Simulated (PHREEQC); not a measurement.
Make-up at 48 °C: 0.053 mol CdCl2 per kg of water. Closed to the air; pH follows from the charge balance.

Model: ion-association model, phreeqc.dat, run in PHREEQC.

Each row changes one thing in this solution. This is a speciation only: nothing precipitates in the calculation.

```tsv
case	pH	ionic strength (mol/kgw)	Cl- (mol/kgw)
as made	5.39	0.0750	0.0608
diluted 100-fold with water	6.31	[?]	0.00102
CdCl2 from 0.053 to 0.265 mol/kgw	5.11	0.242	0.201
CdCl2 replaced by FeCl2 at the same molality	5.27	[?]	0.104
temperature from 48 to 65 °C	5.30	0.0745	[?]
CdCl2 replaced by MgCl2 at the same molality	6.14	0.159	[?]
```

**Question.** Complete the blanks.

**Answer.** 
- diluted 100-fold with water, ionic strength (mol/kgw): 0.00150
- CdCl2 replaced by FeCl2 at the same molality, ionic strength (mol/kgw): 0.154
- temperature from 48 to 65 °C, Cl- (mol/kgw): 0.0604
- CdCl2 replaced by MgCl2 at the same molality, Cl- (mol/kgw): 0.106

Away from 25 °C the constants follow the database's enthalpies or fits; those with neither stay at their 25 °C values.
